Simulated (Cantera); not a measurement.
A Cantera script and its output.

```python
import numpy as np
import cantera as ct

gas = ct.Solution("gri30.yaml")
gas.TPX = 1375, 1333, {'H2': 0.1, 'O2': 1}
reactor = ct.IdealGasConstPressureReactor(gas, energy="off", clone=False)
net = ct.ReactorNet([reactor])
net.rtol, net.atol = 1e-08, 1e-18
show = ['H2', 'O2', 'H', 'H2O', 'O', 'H2O2']
times = np.geomspace(3e-05, 4, 12)

steps = ct.SolutionArray(gas, extra=["t"])
rows = []
print(f"{'t/s':>10s}{'T/K':>9s}{'P/Pa':>11s}" + "".join(f"{s:>11s}" for s in show))
for t in times:
    while net.time < t:
        t_next = net.step()
        steps.append(gas.state, t=t_next)
    rows.append([np.interp(t, steps.t, y) for y in (steps.T, steps.P, *steps(*show).X.T)])
    print(f"{t:10.3e}{rows[-1][0]:9.1f}{rows[-1][1]:11.4g}" + "".join(f"{x:11.3e}" for x in rows[-1][2:]))
rate = np.gradient(steps.T, steps.t)
print("integrator steps:", len(steps.t))
if steps.T.max() > steps.T[0] + 200:
    print(f"time of steepest temperature rise: {steps.t[rate.argmax()]:.4e} s")
gas.TPX = 1375, 1333, {'H2': 0.1, 'O2': 1}
gas.equilibrate("TP")
print(f"equilibrium (TP): T = {gas.T:.1f} K  " + "  ".join(f"{s} {gas[s].X[0]:.3e}" for s in show))
```

Result:

```
       t/s      T/K       P/Pa         H2         O2          H        H2O          O       H2O2
 3.000e-05   1375.0       1333  9.091e-02  9.091e-01  2.929e-08  6.418e-09  1.788e-08  1.723e-11
 8.771e-05   1375.0       1333  9.091e-02  9.091e-01  1.083e-07  1.184e-07  1.292e-07  1.452e-10
 2.564e-04   1375.0       1333  9.090e-02  9.091e-01  2.112e-06  4.860e-06  3.093e-06  1.194e-09
 7.496e-04   1375.0       1333  6.948e-02  8.937e-01  6.043e-03  1.523e-02  9.150e-03  6.394e-08
 2.191e-03   1375.0       1333  2.466e-03  8.401e-01  1.628e-02  7.589e-02  5.607e-02  1.037e-07
 6.407e-03   1375.0       1333  2.262e-03  8.464e-01  1.403e-02  7.783e-02  5.064e-02  1.041e-07
 1.873e-02   1375.0       1333  1.760e-03  8.610e-01  9.193e-03  8.224e-02  3.795e-02  1.029e-07
 5.476e-02   1375.0       1333  8.831e-04  8.836e-01  3.066e-03  8.876e-02  1.812e-02  8.921e-08
 1.601e-01   1375.0       1333  2.164e-04  8.992e-01  3.578e-04  9.314e-02  4.311e-03  5.298e-08
 4.680e-01   1375.0       1333  3.390e-05  9.036e-01  2.195e-05  9.458e-02  6.692e-04  2.114e-08
 1.368e+00   1375.0       1333  5.531e-06  9.044e-01  1.446e-06  9.499e-02  1.091e-04  7.124e-09
 4.000e+00   1375.0       1333  1.148e-06  9.046e-01  1.372e-07  9.513e-02  2.267e-05  2.427e-09
integrator steps: 1388
equilibrium (TP): T = 1375.0 K  H2 2.669e-07  O2 9.047e-01  H 1.544e-08  H2O 9.519e-02  O 5.278e-06  H2O2 9.875e-10
```

Model: GRI-Mech 3.0 (53 species, 325 reactions), integrated in Cantera. Radical loss at walls, strong at low pressure, is not modelled. The temperature is held fixed by assumption; the heat of reaction is taken as removed at once.
